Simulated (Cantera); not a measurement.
Source: NASA polynomial tables (part measured, part estimated), evaluated in Cantera. Values are per mole of reaction as written; species without (g) are pure solids or liquids, kept so even where they would boil at 1 bar.

SrCl2 + 2 H2O2(g) = 2 O(g) + Sr(OH)2 + 2 HCl(g), with ΔH° = 446.3 kJ and ΔS° = 209.2 J/K at 300 K.

Question: How far is the shortcut ΔG° ≈ ΔH°(300 K) − T·ΔS°(300 K) from the full temperature-dependent value at 1050, 1250, 1450, 1650, 1850, 2050, 2250, 2450, 2650, 2850 K?

Answer: 
```csv
T (K),shortcut (kJ),full (kJ),difference (kJ),difference in log10 K,condensed phases
1050,226.7,206.8,19.9,-0.99,"SrCl2(s), Sr(OH)2(l)"
1250,184.8,155.2,29.6,-1.24,"SrCl2(l), Sr(OH)2(l)"
1450,143.0,104.2,38.7,-1.39,"SrCl2(l), Sr(OH)2(l)"
1650,101.1,52.6,48.6,-1.54,"SrCl2(l), Sr(OH)2(l)"
1850,59.3,0.3,58.9,-1.66,"SrCl2(l), Sr(OH)2(l)"
2050,17.4,-52.3,69.7,-1.78,"SrCl2(l), Sr(OH)2(l)"
2250,-24.4,-105.3,80.9,-1.88,"SrCl2(l), Sr(OH)2(l)"
2450,-66.3,-158.6,92.3,-1.97,"SrCl2(l), Sr(OH)2(l)"
2650,-108.1,-212.1,104.0,-2.05,"SrCl2(l), Sr(OH)2(l)"
2850,-149.9,-265.8,115.9,-2.12,"SrCl2(l), Sr(OH)2(l)"
```
The shortcut ignores heat capacities and the phase changes listed.
